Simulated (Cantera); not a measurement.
A closed system holds: 1 mol SiCl₄, 0.93 mol H₂O, 4.9 mol O₃, held at 3.50 mbar.

These are equilibrium values from Cantera (NASA tables, ideal gas, pure condensed phases), not measurements of a reactor. Candidate condensed phases: H₂O, Si, SiO₂; 30 gas species. Equilibrium is a limit: real reactors are often held back by kinetics, nucleation or transport.

Problem. At 1075 K, list the 4 most abundant gas species with their mole fractions, and the condensed phases.

Solution. O₂ 0.697, HCl 0.184, Cl₂ 0.110, Cl 0.00618. Condensed: SiO₂(β-quartz).
